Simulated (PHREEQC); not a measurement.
Dissolve 3.2 mmol/kgw Al2(SO4)3, 0.31 mmol/kgw ZnCl2 and 0.26 mmol/kgw NaF at 25 °C. Closed to the air; pH follows from the charge balance.

The numbers come from PHREEQC with the ion-association model, wateq4f.dat.

- pH = 4.10
- ionic strength = 0.0187 mol/kgw

| species | molality | activity | log γ |
|---|---|---|---|
| SO4-2 | 0.00439 | 0.00260 | -0.228 |
| AlSO4+ | 0.00437 | 0.00383 | -0.058 |
| Al+3 | 0.00130 | 0.000466 | -0.447 |
| Cl- | 0.000620 | 0.000540 | -0.060 |
| Al(SO4)2- | 0.000359 | 0.000314 | -0.058 |
| Na+ | 0.000257 | 0.000225 | -0.058 |
| AlF+2 | 0.000254 | 0.000152 | -0.224 |
| Zn+2 | 0.000225 | 0.000135 | -0.220 |

Precipitation was switched off in this run. Examples of supersaturated solids here: Basaluminite, Gibbsite (slow to form). Others may be too. Species that the database lacks are ignored. Fluoro complexes past AlF4- and FeF3 are missing from the database.
